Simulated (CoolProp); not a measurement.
R1336mzz(Z) along the isobar 9.56 bar: density (kg/m³) from the reference equation and from simpler models built on Tc = 171.3 °C, pc = 29.04 bar, ω = 0.386; each cubic takes its own stable root.

Values from CoolProp's reference Helmholtz-energy equation of state, McLinden 2020.

```json
[
 {"T (°C)": "20.75", "phase": "liquid", "reference": "1379", "Redlich-Kwong": "1115", "Soave-Redlich-Kwong": "1177", "Peng-Robinson": "1329"},
 {"T (°C)": "39.45", "phase": "liquid", "reference": "1330", "Redlich-Kwong": "1069", "Soave-Redlich-Kwong": "1135", "Peng-Robinson": "1284"},
 {"T (°C)": "58.15", "phase": "liquid", "reference": "1277", "Redlich-Kwong": "1019", "Soave-Redlich-Kwong": "1088", "Peng-Robinson": "1231"},
 {"T (°C)": "76.95", "phase": "liquid", "reference": "1221", "Redlich-Kwong": "961.5", "Soave-Redlich-Kwong": "1033", "Peng-Robinson": "1170"},
 {"T (°C)": "95.65", "phase": "liquid", "reference": "1158", "Redlich-Kwong": "894.8", "Soave-Redlich-Kwong": "967.7", "Peng-Robinson": "1098"},
 {"T (°C)": "114.45", "phase": "gas", "reference": "64.10", "Redlich-Kwong": "60.38", "Soave-Redlich-Kwong": "62.08", "Peng-Robinson": "63.19"},
 {"T (°C)": "133.15", "phase": "gas", "reference": "57.33", "Redlich-Kwong": "55.57", "Soave-Redlich-Kwong": "56.38", "Peng-Robinson": "57.30"},
 {"T (°C)": "151.85", "phase": "gas", "reference": "52.53", "Redlich-Kwong": "51.68", "Soave-Redlich-Kwong": "51.99", "Peng-Robinson": "52.78"},
 {"T (°C)": "170.65", "phase": "gas", "reference": "48.78", "Redlich-Kwong": "48.42", "Soave-Redlich-Kwong": "48.43", "Peng-Robinson": "49.11"},
 {"T (°C)": "189.35", "phase": "gas", "reference": "45.74", "Redlich-Kwong": "45.66", "Soave-Redlich-Kwong": "45.48", "Peng-Robinson": "46.08"},
 {"T (°C)": "208.15", "phase": "gas", "reference": "43.15", "Redlich-Kwong": "43.25", "Soave-Redlich-Kwong": "42.94", "Peng-Robinson": "43.47"},
 {"T (°C)": "226.85", "phase": "gas", "reference": "40.94", "Redlich-Kwong": "41.13", "Soave-Redlich-Kwong": "40.75", "Peng-Robinson": "41.22"}
]
```
